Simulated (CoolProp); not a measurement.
Vapour-liquid equilibrium of ethanol (1) + dimethyl carbonate (2) at 439.2 K; x and y are mole fractions of (1).

Computed with CoolProp (multi-fluid Helmholtz-energy mixture model, Schroeder 2014 and Zhou 2011; pair parameters Bell 2016).

```json
[
 {"x": "0.05", "bubble pressure, mixture model (kPa)": "805.7", "bubble pressure, Raoult's law (kPa)": "743.0", "y, mixture model": "0.150", "y, Raoult's law": "0.098"},
 {"x": "0.2", "bubble pressure, mixture model (kPa)": "1041", "bubble pressure, Raoult's law (kPa)": "854.7", "y, mixture model": "0.407", "y, Raoult's law": "0.339"},
 {"x": "0.35", "bubble pressure, mixture model (kPa)": "1204", "bubble pressure, Raoult's law (kPa)": "966.4", "y, mixture model": "0.547", "y, Raoult's law": "0.525"},
 {"x": "0.5", "bubble pressure, mixture model (kPa)": "1317", "bubble pressure, Raoult's law (kPa)": "1078", "y, mixture model": "0.646", "y, Raoult's law": "0.673"},
 {"x": "0.65", "bubble pressure, mixture model (kPa)": "1396", "bubble pressure, Raoult's law (kPa)": "1190", "y, mixture model": "0.733", "y, Raoult's law": "0.792"},
 {"x": "0.8", "bubble pressure, mixture model (kPa)": "1446", "bubble pressure, Raoult's law (kPa)": "1302", "y, mixture model": "0.826", "y, Raoult's law": "0.892"},
 {"x": "0.95", "bubble pressure, mixture model (kPa)": "1459", "bubble pressure, Raoult's law (kPa)": "1413", "y, mixture model": "0.947", "y, Raoult's law": "0.975"}
]
```

The largest gap from Raoult's law is +24.6 % in bubble pressure, at x = 0.35. y crosses x between x = 0.8 and 0.95: the model has an azeotrope there.

Pair parameters are fitted to limited data, so mixtures are less certain than the pure fluids.
